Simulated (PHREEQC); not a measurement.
Make-up at 20 °C: 0.028 mol HF, 0.006 mol H2SiF6 and 0.26 mol HNO3 per kg of water. Closed to the air; pH follows from the charge balance.

Model: ion-association model, phreeqc.dat, run in PHREEQC.

Each row changes one thing in this solution. This is a speciation only: nothing precipitates in the calculation.

```tsv
case	pH	ionic strength (mol/kgw)	HF (mol/kgw)	F- (mol/kgw)	HF2- (mol/kgw)	H4SiO4 (mol/kgw)	SI of Quartz (SiO2)
as made	0.67	0.278	0.0278	0.000148	1.50e-5	2.69e-7	-2.48
temperature from 20 to 80 °C	0.69	0.272	0.0403	7.17e-5	1.22e-5	0.00206	+0.65
diluted 2-fold with water	0.96	0.139	0.0139	0.000128	6.51e-6	3.77e-6	-1.35
HNO3 from 0.26 to 0.286 mol/kgw	0.63	0.304	0.0278	0.000138	1.39e-5	2.95e-7	-2.43
diluted 10-fold with water	1.62	0.0275	0.00362	0.000131	1.75e-6	0.000159	+0.26
diluted 5-fold with water	1.33	0.0555	0.00588	0.000116	2.52e-6	6.66e-5	-0.11
```

Complexes and solids missing from the database can't appear. Some of these states are supersaturated (in Quartz (slow to form), Chalcedony (slow to form), for instance). Away from 25 °C the constants follow the database's enthalpies or fits; those with neither stay at their 25 °C values. SiF6-2 is the database's only silicon fluoride.
